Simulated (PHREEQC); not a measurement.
Consider water at 91 °C with 1.21 mmol/kgw HF, 0.05 mmol/kgw (CH3)4NF, 0.26 mmol/kgw H2SiF6 and 0.83 mmol/kgw H2SO4. Closed to the air; pH follows from the charge balance.

Equilibrium calculation in PHREEQC: ion-association model, phreeqc.dat.

Precipitation was switched off in this run.

Question: Order these F species by the share of F that they hold, largest first: HF2-, HF, F-.

Answer: HF (89 %), F- (11 %), HF2- (0.23 %)

The pH is 2.82 and the ionic strength 0.00213 mol/kgw. (CH3)4N+ isn't in the database: it is added as a free cation with an ion size of 4 Å. At this temperature some constants are extrapolated from 25 °C, and those without enthalpy data are left unchanged. SiF6-2 is the database's only silicon fluoride.
